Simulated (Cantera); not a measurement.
What does this Cantera script print?

```python
import numpy as np
import cantera as ct

gas = ct.Solution("gri30.yaml")


def delay(T, t_max=10):
    gas.TPX = T, 1000000, {'CH4': 1, 'O2': 4, 'N2': 15}
    reactor = ct.IdealGasConstPressureReactor(gas, clone=False)
    net = ct.ReactorNet([reactor])
    net.rtol, net.atol = 1e-8, 1e-16
    while net.time < t_max:
        t_old, T_old = net.time, reactor.T
        net.step()
        if reactor.T > T + 400:  # ignition: a rise of 400 K
            return t_old + (T + 400 - T_old) / (reactor.T - T_old) * (net.time - t_old)
    return np.nan


taus = []
for T in [1275, 1375, 1475, 1575, 1675, 1775, 1875, 1975, 2075]:
    taus.append(delay(T))
    print(f"T0 = {T:6g} K   tau = {taus[-1]:.4e} s")
```

Output:

```
T0 =   1275 K   tau = 1.4426e-03 s
T0 =   1375 K   tau = 4.8762e-04 s
T0 =   1475 K   tau = 1.8376e-04 s
T0 =   1575 K   tau = 7.6506e-05 s
T0 =   1675 K   tau = 3.5037e-05 s
T0 =   1775 K   tau = 1.7565e-05 s
T0 =   1875 K   tau = 9.5655e-06 s
T0 =   1975 K   tau = 5.6026e-06 s
T0 =   2075 K   tau = 3.4950e-06 s
```

Model: GRI-Mech 3.0 (53 species, 325 reactions), integrated in Cantera.
